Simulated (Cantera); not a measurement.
Feed: 1 mol Si2Cl6, a varied amount of NH3, held at 18.0 mbar.

Method: chemical equilibrium by Gibbs-energy minimisation in Cantera with the NASA 1993 tables (ideal gas, pure condensed phases). Candidate condensed phases: NH4Cl, Si, Si3N4; 28 gas species. The feed counts by its element totals alone. The tables' values for SiCl3 are old estimates. Rates play no part.

**Question.** What condenses at these points (T in K, n(NH3) in mol): (875, 19); (1550, 12); (1325, 15); (1700, 9); (1625, 1)?

**Answer.** 
```
T (K)  n(NH3) in mol  condensed phases  Si condensed (%)
-----  -------------  ----------------  ----------------
875               19             Si3N4              99.0
1550              12             Si3N4              71.5
1325              15             Si3N4              98.2
1700               9             Si3N4              24.5
1625               1          gas only               0.0
```
